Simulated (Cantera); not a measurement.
A Cantera script and what it prints.

```python
import numpy as np
import cantera as ct

gas_names = """
    H HO2 H2 H2O H2O2 O OH O2 O3 Ti TiO TiO2
""".split()
cond_names = """
    H2O(s) H2O(L) Ti(a) Ti(b) Ti(L) TiO(a) TiO(b) TiO(L) TiO2(ru) TiO2(L) Ti2O3(a) Ti2O3(b) Ti2O3(L)
    Ti3O5(a) Ti3O5(b) Ti3O5(L) Ti4O7(s) Ti4O7(L)
""".split()


# ... load() reads the species with a 1 bar reference pressure and builds the phases ...
atoms = {
    'Ti': {'Ti': 1},
    'O2': {'O': 2},
    'H2': {'H': 2},
}
top_T = {}  # K; cautious upper limits of use, not melting points


# ... equilibrate(T, P, feed) seeds the gas with the atoms and calls Mixture.equilibrate('TP', solver="vcs", rtol=1e-11, max_steps=5000) ...
results = []
P = 2900  # Pa
for T in [1050, 1150, 1250, 1350, 1450, 1550, 1650, 1750, 1850, 1950, 2050, 2150]:
    for m in [1.2, 2.4, 3.5, 4.6, 5.8, 6.9, 8.1, 9.2, 10]:
        feed = {'Ti': 1, 'O2': m, 'H2': 400}  # mol
        mix = equilibrate(T, P, feed)
        results.append((T, P, feed, dict(zip(mix.species_names, mix.species_moles))))

for T, P, feed, n in results:
    print(f"{T:7g} {feed['O2']:10.4g}  " + (" + ".join(c for c in cond_names if n.get(c, 0) > 1e-12) or "gas only"))
```

Result:

```
   1050        1.2  TiO2(ru)
   1050        2.4  TiO2(ru)
   1050        3.5  TiO2(ru)
   1050        4.6  TiO2(ru)
   1050        5.8  TiO2(ru)
   1050        6.9  TiO2(ru)
   1050        8.1  TiO2(ru)
   1050        9.2  TiO2(ru)
   1050         10  TiO2(ru)
   1150        1.2  TiO2(ru)
   1150        2.4  TiO2(ru)
   1150        3.5  TiO2(ru)
   1150        4.6  TiO2(ru)
   1150        5.8  TiO2(ru)
   1150        6.9  TiO2(ru)
   1150        8.1  TiO2(ru)
   1150        9.2  TiO2(ru)
   1150         10  TiO2(ru)
   1250        1.2  Ti4O7(s)
   1250        2.4  TiO2(ru)
   1250        3.5  TiO2(ru)
   1250        4.6  TiO2(ru)
   1250        5.8  TiO2(ru)
   1250        6.9  TiO2(ru)
   1250        8.1  TiO2(ru)
   1250        9.2  TiO2(ru)
   1250         10  TiO2(ru)
   1350        1.2  Ti4O7(s)
   1350        2.4  TiO2(ru)
   1350        3.5  TiO2(ru)
   1350        4.6  TiO2(ru)
   1350        5.8  TiO2(ru)
   1350        6.9  TiO2(ru)
   1350        8.1  TiO2(ru)
   1350        9.2  TiO2(ru)
   1350         10  TiO2(ru)
   1450        1.2  Ti3O5(b)
   1450        2.4  Ti4O7(s)
   1450        3.5  TiO2(ru)
   1450        4.6  TiO2(ru)
   1450        5.8  TiO2(ru)
   1450        6.9  TiO2(ru)
   1450        8.1  TiO2(ru)
   1450        9.2  TiO2(ru)
   1450         10  TiO2(ru)
   1550        1.2  Ti3O5(b)
   1550        2.4  Ti4O7(s)
   1550        3.5  Ti4O7(s)
   1550        4.6  Ti4O7(s)
   1550        5.8  TiO2(ru)
   1550        6.9  TiO2(ru)
   1550        8.1  TiO2(ru)
   1550        9.2  TiO2(ru)
   1550         10  TiO2(ru)
   1650        1.2  Ti3O5(b)
   1650        2.4  Ti3O5(b)
   1650        3.5  Ti3O5(b)
   1650        4.6  Ti4O7(s)
   1650        5.8  Ti4O7(s)
   1650        6.9  Ti4O7(s)
   1650        8.1  Ti4O7(s)
   1650        9.2  Ti4O7(s)
   1650         10  TiO2(ru)
   1750        1.2  Ti3O5(b)
   1750        2.4  Ti3O5(b)
   1750        3.5  Ti3O5(b)
   1750        4.6  Ti3O5(b)
   1750        5.8  Ti3O5(b)
   1750        6.9  Ti4O7(s)
   1750        8.1  Ti4O7(s)
   1750        9.2  Ti4O7(s)
   1750         10  Ti4O7(s)
   1850        1.2  Ti2O3(b) + Ti3O5(b)
   1850        2.4  Ti3O5(b)
   1850        3.5  Ti3O5(b)
   1850        4.6  Ti3O5(b)
   1850        5.8  Ti3O5(b)
   1850        6.9  Ti3O5(b)
   1850        8.1  Ti3O5(b)
   1850        9.2  Ti3O5(b)
   1850         10  Ti3O5(b)
   1950        1.2  Ti2O3(b)
   1950        2.4  Ti3O5(b)
   1950        3.5  Ti3O5(b)
   1950        4.6  Ti3O5(b)
   1950        5.8  Ti3O5(b)
   1950        6.9  Ti3O5(b)
   1950        8.1  Ti3O5(b)
   1950        9.2  Ti3O5(b)
   1950         10  Ti3O5(b)
   2050        1.2  Ti2O3(b)
   2050        2.4  Ti3O5(b)
   2050        3.5  Ti3O5(b)
   2050        4.6  Ti3O5(b)
   2050        5.8  Ti4O7(L)
   2050        6.9  Ti4O7(L)
   2050        8.1  Ti4O7(L)
   2050        9.2  Ti4O7(L)
   2050         10  Ti4O7(L)
   2150        1.2  Ti2O3(L)
   2150        2.4  Ti3O5(L)
   2150        3.5  Ti3O5(L)
   2150        4.6  Ti3O5(L)
   2150        5.8  Ti3O5(L)
   2150        6.9  Ti3O5(L)
   2150        8.1  Ti3O5(L)
   2150        9.2  Ti4O7(L)
   2150         10  Ti4O7(L)
```

These are equilibrium values from Cantera (NASA tables, ideal gas, pure condensed phases), not measurements of a reactor. Mutual solubility and eutectic melting of coexisting phases are not modelled. Condensed phases not in the tables: Magnéli phases beyond Ti4O7.
